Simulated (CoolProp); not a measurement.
Saturation properties of fluorine.

Computed with CoolProp (reference Helmholtz-energy equation of state, de Reuck 1990).

```json
[
 {"T (K)": "111.3", "p (kPa)": "968.3", "liquid density (kg/m³)": "1293", "liquid cp (kJ/(kg K))": "1.696"},
 {"T (K)": "115.5", "p (kPa)": "…", "liquid density (kg/m³)": "…", "liquid cp (kJ/(kg K))": "…"},
 {"T (K)": "119.7", "p (kPa)": "1607", "liquid density (kg/m³)": "…", "liquid cp (kJ/(kg K))": "1.850"},
 {"T (K)": "123.9", "p (kPa)": "2019", "liquid density (kg/m³)": "…", "liquid cp (kJ/(kg K))": "1.978"},
 {"T (K)": "128.1", "p (kPa)": "2503", "liquid density (kg/m³)": "…", "liquid cp (kJ/(kg K))": "2.176"},
 {"T (K)": "132.3", "p (kPa)": "…", "liquid density (kg/m³)": "…", "liquid cp (kJ/(kg K))": "2.515"},
 {"T (K)": "136.5", "p (kPa)": "3717", "liquid density (kg/m³)": "974.5", "liquid cp (kJ/(kg K))": "3.214"},
 {"T (K)": "140.8", "p (kPa)": "4488", "liquid density (kg/m³)": "865.7", "liquid cp (kJ/(kg K))": "5.596"}
]
```

Q: What belongs in the gaps?

A: 
- 115.5, p (kPa): 1259
- 115.5, liquid density (kg/m³): 1254
- 115.5, liquid cp (kJ/(kg K)): 1.760
- 119.7, liquid density (kg/m³): 1211
- 123.9, liquid density (kg/m³): 1164
- 128.1, liquid density (kg/m³): 1111
- 132.3, p (kPa): 3066
- 132.3, liquid density (kg/m³): 1050

It boils at 85.0 K under 1 atm.
